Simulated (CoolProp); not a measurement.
Vapour pressure (MPa) of oxygen: the reference equation beside estimates from Tc = 154.6 K, pc = 5.046 MPa, ω = 0.022.

Computed with CoolProp (reference Helmholtz-energy equation of state, Schmidt 1985).

```json
[
 {"T (K)": "96.8", "reference": "0.1924", "van der Waals": "0.5583", "Redlich-Kwong": "___"},
 {"T (K)": "101.3", "reference": "0.2829", "van der Waals": "0.7158", "Redlich-Kwong": "0.2462"},
 {"T (K)": "105.7", "reference": "0.3990", "van der Waals": "0.8961", "Redlich-Kwong": "___"},
 {"T (K)": "110.2", "reference": "0.5509", "van der Waals": "1.109", "Redlich-Kwong": "0.5133"},
 {"T (K)": "114.7", "reference": "0.7414", "van der Waals": "___", "Redlich-Kwong": "0.7076"},
 {"T (K)": "119.2", "reference": "0.9756", "van der Waals": "1.627", "Redlich-Kwong": "0.9490"},
 {"T (K)": "123.7", "reference": "___", "van der Waals": "___", "Redlich-Kwong": "___"},
 {"T (K)": "128.1", "reference": "___", "van der Waals": "___", "Redlich-Kwong": "1.585"}
]
```

Problem. Fill in the missing entries.

Solution. 
- 96.8, Redlich-Kwong: 0.1595
- 105.7, Redlich-Kwong: 0.3605
- 114.7, van der Waals: 1.352
- 123.7, reference: 1.259
- 123.7, van der Waals: 1.936
- 123.7, Redlich-Kwong: 1.243
- 128.1, reference: 1.589
- 128.1, van der Waals: 2.271

Absolute difference from the reference over all 8 rows, mean and median: van der Waals 101.9 and 91.8 %, Redlich-Kwong 6.9 and 5.7 %.
